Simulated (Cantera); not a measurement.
Input: 1 mol Al(CH3)3, 0.54 mol H2O, 90 mol N2, equilibrated at 0.548 Torr.

These are equilibrium values from Cantera (NASA tables, ideal gas, pure condensed phases), not measurements of a reactor. Candidate condensed phases: Al, AlN, Al2O3, C, C6H6, C7H8, C8H18, H2O; 148 gas species. The feed counts by its element totals alone. Equilibrium is a limit: real reactors are often held back by kinetics, nucleation or transport.

Over these rows the condensed part is AlN(s) + C(graphite). Partial pressures as log10 of bar:

```json
[
 {"T (K)": "1350", "1000/T (1/K)": "0.7407", "log p Al": "-11.10", "log p N2": "-3.16", "log p H2": "-4.41"},
 {"T (K)": "1400", "1000/T (1/K)": "0.7143", "log p Al": "?", "log p N2": "-3.16", "log p H2": "-4.41"},
 {"T (K)": "1450", "1000/T (1/K)": "0.6897", "log p Al": "-9.39", "log p N2": "-3.16", "log p H2": "-4.41"},
 {"T (K)": "1500", "1000/T (1/K)": "0.6667", "log p Al": "-8.63", "log p N2": "-3.16", "log p H2": "-4.41"},
 {"T (K)": "1550", "1000/T (1/K)": "0.6452", "log p Al": "-7.91", "log p N2": "-3.16", "log p H2": "-4.41"},
 {"T (K)": "1600", "1000/T (1/K)": "0.6250", "log p Al": "-7.24", "log p N2": "-3.16", "log p H2": "-4.42"}
]
```

Fit log p(Al) = a + b·(1000/T) to the five rows, give the apparent enthalpy, and predict the row at 1400 K.

Means: 1000/T = 0.6735, log p = -8.854. Sxy = -0.266132, Sxx = 0.0079777, so b = -33.36 and a = -8.854 − (-33.36)×0.6735 = 13.61.
Apparent enthalpy: −19.145 × (-33.36) = 639 kJ/mol. With the condensed phases at unit activity, AlN(s) = Al(g) + 1/2 N2(g) links this pressure to the main gases: over the six rows their terms move log p by +0.00 in all, so the slope is close to that reaction's ΔH°. The five rows lie within 0.01 of the line.
Prediction at 1400 K: 13.61 + (-33.36)×0.7143 = -10.22. The computed value is -10.21, 0.01 from the line.
